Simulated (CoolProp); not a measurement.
Values from CoolProp's reference Helmholtz-energy equation of state, Lemmon 2005.

Problem. Give the vapour pressure (MPa), liquid cp (kJ/(kg K)), surface tension (mN/m), liquid viscosity (µPa s) of saturated R125 at 259.9, 283.9 K.

Solution. 
```json
[
 {"T (K)": "259.9", "p (MPa)": "0.431", "liquid cp (kJ/(kg K))": "1.21", "surface tension (mN/m)": "8.70", "liquid viscosity (µPa s)": "246"},
 {"T (K)": "283.9", "p (MPa)": "0.929", "liquid cp (kJ/(kg K))": "1.31", "surface tension (mN/m)": "5.57", "liquid viscosity (µPa s)": "175"}
]
```

Viscosity comes from a separate model (Huber 2006). Surface tension comes from a separate correlation (Mulero 2012).
